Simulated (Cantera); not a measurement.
Charge: 1 mol BN, 0.18 mol O₂, 2.6 mol H₂, held at 1.00 bar.

Cantera equilibrium calculation (NASA polynomials, part measured and part estimated; ideal gas, pure solids and liquids). Candidate condensed phases: B, BN, B₂O₃, B₃O₃H₃, H₂O; 39 gas species. Mutual solubility and eutectic melting of coexisting phases are not modelled. Gases not in the tables: H₃BO₃. Kinetics and transport are ignored.

x: gas mole fraction; n: condensed amount in mol.

```json
[
 {"T (K)": "1125", "x H₂": "0.954", "x N₂": "0.0431", "x HBO": "1.10e-7", "x HBO₂": "1.47e-5", "n BN(s)": "0.766", "n B₂O₃(l)": "0.117"},
 {"T (K)": "1200", "x H₂": "0.954", "x N₂": "0.0431", "x HBO": "[?]", "x HBO₂": "[?]", "n BN(s)": "0.765", "n B₂O₃(l)": "0.117"},
 {"T (K)": "1275", "x H₂": "0.954", "x N₂": "0.0432", "x HBO": "4.23e-6", "x HBO₂": "0.000122", "n BN(s)": "0.765", "n B₂O₃(l)": "0.117"},
 {"T (K)": "1350", "x H₂": "0.954", "x N₂": "0.0432", "x HBO": "1.92e-5", "x HBO₂": "0.000289", "n BN(s)": "0.765", "n B₂O₃(l)": "0.117"},
 {"T (K)": "1425", "x H₂": "0.953", "x N₂": "0.0432", "x HBO": "7.39e-5", "x HBO₂": "0.000624", "n BN(s)": "0.765", "n B₂O₃(l)": "0.116"},
 {"T (K)": "1500", "x H₂": "0.953", "x N₂": "0.0431", "x HBO": "[?]", "x HBO₂": "[?]", "n BN(s)": "0.766", "n B₂O₃(l)": "0.115"},
 {"T (K)": "1575", "x H₂": "0.951", "x N₂": "0.0430", "x HBO": "0.000735", "x HBO₂": "0.00228", "n BN(s)": "0.766", "n B₂O₃(l)": "0.113"},
 {"T (K)": "1650", "x H₂": "0.948", "x N₂": "0.0429", "x HBO": "0.00197", "x HBO₂": "0.00396", "n BN(s)": "0.766", "n B₂O₃(l)": "0.108"},
 {"T (K)": "1725", "x H₂": "0.942", "x N₂": "0.0428", "x HBO": "0.00482", "x HBO₂": "0.00652", "n BN(s)": "0.766", "n B₂O₃(l)": "0.0981"},
 {"T (K)": "1800", "x H₂": "0.929", "x N₂": "0.0430", "x HBO": "0.0109", "x HBO₂": "0.0102", "n BN(s)": "0.762", "n B₂O₃(l)": "0.0786"},
 {"T (K)": "1875", "x H₂": "0.904", "x N₂": "0.0439", "x HBO": "0.0227", "x HBO₂": "0.0153", "n BN(s)": "0.753", "n B₂O₃(l)": "0.0378"}
]
```

**Question.** What belongs in the gaps?

**Answer.** 
- 1500, x HBO: 0.000247
- 1500, x HBO₂: 0.00124
- 1200, x HBO: 7.68e-7
- 1200, x HBO₂: 4.54e-5
